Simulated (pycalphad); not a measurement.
An equivalent pycalphad script:

```python
from pycalphad import Database, equilibrium, calculate, variables as v
import numpy as np
db = Database('COST507.tdb')
comps = ['AL', 'C', 'VA']
phases = ['AL4C3', 'FCC_A1', 'GRAPHITE', 'LIQUID']
eq = equilibrium(db, comps, phases, {v.X('C'): 0.805, v.T: np.arange(3050, 499, -100), v.P: 101325, v.N: 1}, output=['HM', 'SM'])
```

Source of the numbers: pycalphad with the COST 507 light-alloy database (1999); pressure 1 atm. No gas phase is included, though pure Al would boil below 3050 K. These are 1990s assessments: newer ones move some temperatures and phases. Amounts are mole fractions of atoms. Diffusion is slow at the low end, where real alloys seldom reach equilibrium.

Results at three of the temperatures:

```
T = 2450.00 K, P = 101325 Pa, N = 1 mol of atoms
G = -87780 J/mol, H = 60589 J/mol, S = 60.56 J/(mol K)  (SER reference)
chemical potentials (J/mol): Al -179699, C -65514
phase             fraction      x(Al)       x(C)
GRAPHITE            0.7531       none     1.0000
LIQUID              0.2469     0.7897     0.2103
```

```
T = 1150.00 K, P = 101325 Pa, N = 1 mol of atoms
G = -31570 J/mol, H = 5911 J/mol, S = 32.59 J/(mol K)  (SER reference)
chemical potentials (J/mol): Al -93537, C -16560
phase             fraction      x(Al)       x(C)
GRAPHITE            0.6588       none     1.0000
AL4C3               0.3412     0.5714     0.4286
```

```
T = 950.00 K, P = 101325 Pa, N = 1 mol of atoms
G = -25481 J/mol, H = 1305 J/mol, S = 28.20 J/(mol K)  (SER reference)
chemical potentials (J/mol): Al -83346, C -11464
phase             fraction      x(Al)       x(C)
GRAPHITE            0.6588       none     1.0000
AL4C3               0.3412     0.5714     0.4286
```

Changes of the phase set, refined by bisection:

| T (K) | phases above | phases below |
|---|---|---|
| 2429.0 | GRAPHITE + LIQUID | AL4C3 + GRAPHITE |

Database names, with the compositions (at.%) that they take in these runs: AL4C3: Al 57 C 43. An entry "none" or "no" means that the model of the phase leaves that element out.
